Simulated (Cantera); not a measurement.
## Thermodynamics of silicon epitaxy and polysilicon growth, feed SiCl₄ + Cl₂ + H₂

A closed system holds: 1 mol SiCl₄, 0.01 mol Cl₂, 120 mol H₂, equilibrated at 105 Torr.

Cantera equilibrium calculation (NASA polynomials, part measured and part estimated; ideal gas, pure solids and liquids). Candidate condensed phases: Si; 19 gas species. The tables' values for SiCl₃ are old estimates; treat these amounts as uncertain. The numbers say what is thermodynamically allowed, not how fast it happens.

| T (K) | log p H₂ | log p HCl | log p SiCl₄ | log p SiHCl₃ | log p SiCl₂ | n Si(s) |
|---|---|---|---|---|---|---|
| 900 | -0.86 | -3.25 | -3.18 | -3.34 | -5.71 | 0 |
| 950 | -0.86 | -3.10 | -3.23 | -3.33 | -5.16 | 0.0441 |
| 1000 | -0.86 | -2.92 | -3.29 | -3.38 | -4.75 | 0.137 |
| 1050 | -0.86 | -2.77 | -3.38 | -3.46 | -4.40 | 0.250 |
| 1100 | -0.86 | -2.64 | -3.52 | -3.57 | -4.12 | 0.373 |
| 1150 | -0.86 | -2.55 | -3.71 | -3.72 | -3.89 | 0.491 |
| 1200 | -0.87 | -2.48 | -3.98 | -3.92 | -3.73 | 0.584 |
| 1250 | -0.87 | -2.44 | -4.31 | -4.18 | -3.62 | 0.644 |
| 1300 | -0.87 | -2.42 | -4.68 | -4.46 | -3.56 | 0.675 |
| 1350 | -0.87 | -2.42 | -5.06 | -4.75 | -3.52 | 0.686 |
| 1400 | -0.87 | -2.41 | -5.43 | -5.03 | -3.49 | 0.688 |
| 1450 | -0.87 | -2.41 | -5.78 | -5.30 | -3.47 | 0.685 |
| 1500 | -0.87 | -2.41 | -6.12 | -5.56 | -3.45 | 0.679 |
log p: log10 of the partial pressure in bar; n: condensed amount in mol.

At 900 K nothing is condensed. From 950 K to 1500 K the condensed part is Si(s). The main Si-bearing gas is SiCl₄ at 900 K and SiCl₂ at 1500 K. The share of Si in condensed phases is highest at 1400 K (68.8 %) and lowest at 900 K (0.0 %).
